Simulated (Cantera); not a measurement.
Standard-state values (1 bar) from the NASA 1993 polynomials, evaluated with Cantera. Values are per mole of reaction as written; species without (g) are pure solids or liquids, kept so even where they would boil at 1 bar.

2 H2(g) + S2(g) → 2 H2S(g)

```tsv
T (K)	ΔH° (kJ)	ΔS° (J/K)	ΔG° (kJ)	log10 K
300	…	…	…	…
448	-172.6	-86.9	-133.7	15.59
473	-173.1	-88.0	-131.5	14.52
498	…	…	…	…
523	-174.1	-90.0	-127.1	12.69
548	…	…	…	…
573	…	…	…	…
598	-175.4	-92.3	-120.2	10.50
```

Task: Fill in the missing entries.

Result: 
- 300, ΔH° (kJ): -169.4
- 300, ΔS° (J/K): -78.3
- 300, ΔG° (kJ): -146.0
- 300, log10 K: 25.41
- 498, ΔH° (kJ): -173.6
- 498, ΔS° (J/K): -89.0
- 498, ΔG° (kJ): -129.3
- 498, log10 K: 13.56
- 548, ΔH° (kJ): -174.6
- 548, ΔS° (J/K): -90.8
- 548, ΔG° (kJ): -124.8
- 548, log10 K: 11.90
- 573, ΔH° (kJ): -175.0
- 573, ΔS° (J/K): -91.6
- 573, ΔG° (kJ): -122.5
- 573, log10 K: 11.17
